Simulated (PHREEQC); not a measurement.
# Single salt, acid or base with leach liquor (model solution)

Solution A (0.068 mol/kgw NaNO3) is mixed with solution B (2 mmol/kgw HCl, 14 mmol/kgw CuSO4 and 3.3 mmol/kgw Fe2(SO4)3) at 83 °C; shares are by mass of water, 1 kg in all. Oxygen alone is held at its pressure in air (log pO2 = -0.68). CO2 from the air is kept out. Only these solids could form: Fe(OH)3(a), Cu(OH)2, Brochantite, Antlerite, Atacamite, Cu2(OH)3NO3, Jarosite-Na, Halite, Mirabilite, Chalcanthite.

The series has 11 steps of share of solution B, from 0 to 1.

All values are PHREEQC results (ion-association model, wateq4f.dat), not measurements.

### Question
Which solids form, in which order, and at which step of the series does each first stand?

### Answer
Jarosite-Na from share of solution B = 0.1 (pH 3.02), last present at share of solution B = 0.9.

Away from 25 °C the constants follow the database's enthalpies or fits; those with neither stay at their 25 °C values.
